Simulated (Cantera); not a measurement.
## Stirred combustor or abatement burner

A perfectly stirred reactor is fed with 4.91 % CH4, 20.0 % O2, 75.1 % N2, at 140000 Pa; it is adiabatic with a 550 K inlet, and is followed from long to short residence time, starting on the burning branch (τ in s: 0.034, 0.019, 0.01, 0.0057, 0.0032, 0.0018, 0.00097, 0.00054, 0.0003, 0.00017, 9.1e-05).

Computed with Cantera and GRI-Mech 3.0 (53 species, 325 reactions).

```csv
τ (s),T (K),x CH4,x O2,x C2H2,x H,x N2O,x NO2,x CH2
0.034,1657,2.74e-5,0.102,2.69e-9,1.36e-5,9.72e-7,2.08e-8,5.23e-8
0.019,1653,3.98e-5,0.102,3.51e-9,2.36e-5,1.06e-6,1.87e-8,8.58e-8
0.010,1648,6.03e-5,0.102,4.55e-9,4.32e-5,1.08e-6,1.54e-8,1.45e-7
0.0057,1641,8.73e-5,0.102,5.63e-9,7.26e-5,1.04e-6,1.24e-8,2.27e-7
0.0032,1631,0.000129,0.103,7.01e-9,0.000122,9.56e-7,9.64e-9,3.54e-7
0.0018,1616,0.000194,0.103,9.00e-9,0.000199,8.44e-7,7.48e-9,5.43e-7
0.00097,1593,0.000314,0.105,1.29e-8,0.000321,7.08e-7,5.70e-9,8.50e-7
0.00054,1559,0.000540,0.106,2.20e-8,0.000467,5.65e-7,4.28e-9,1.30e-6
0.00030,1491,0.00128,0.111,7.55e-8,0.000539,3.55e-7,2.65e-9,2.10e-6
0.00017,550,0.0491,0.200,<1e-12,<1e-12,<1e-12,<1e-12,<1e-12
9.1e-5,550,0.0491,0.200,<1e-12,<1e-12,<1e-12,<1e-12,<1e-12
```
x: mole fraction; the columns are a selection and need not sum to one.
